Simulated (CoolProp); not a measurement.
Saturation properties of C2F6 (R116).

Values from CoolProp's reference Helmholtz-energy equation of state, Lemmon 2006. It is a short technical equation, of lower accuracy than the large ones.

| T (K) | p (MPa) | enthalpy of vaporisation (kJ/kg) | liquid cp (kJ/(kg K)) | vapour Z | vapour viscosity (µPa s) | liquid conductivity (mW/(m K)) |
|---|---|---|---|---|---|---|
| 196.1 | 0.1071 | … | 0.9445 | 0.9531 | 9.17 | 75.7 |
| 202.1 | … | 113.9 | 0.9601 | 0.9417 | 9.44 | 73.3 |
| 208 | 0.1934 | … | 0.9766 | 0.9289 | 9.70 | 70.9 |
| 214 | 0.2532 | 108.2 | 0.9948 | … | 9.96 | 68.6 |
| 219.9 | 0.3248 | 105.1 | 1.014 | 0.8976 | 10.2 | 66.3 |
| 225.9 | 0.4123 | … | 1.036 | 0.8789 | 10.5 | 63.9 |
| 231.8 | 0.5145 | 98.39 | … | 0.8585 | 10.8 | 61.6 |
| 237.7 | 0.6345 | 94.69 | 1.086 | 0.8358 | 11.1 | 59.2 |
| 243.7 | 0.7767 | 90.63 | 1.118 | 0.8102 | 11.4 | 56.8 |

Problem. What belongs in the gaps?

Solution. 
- 196.1, enthalpy of vaporisation (kJ/kg): 116.5
- 202.1, p (MPa): 0.1457
- 208, enthalpy of vaporisation (kJ/kg): 111.1
- 214, vapour Z: 0.9140
- 225.9, enthalpy of vaporisation (kJ/kg): 101.8
- 231.8, liquid cp (kJ/(kg K)): 1.060

It boils at 195.1 K under 1 atm.

Viscosity comes from a separate model (Huber 2003), an estimate that may be off by 10 % or more. Thermal conductivity comes from a separate model (Huber 2003), an estimate that may be off by 10 % or more.
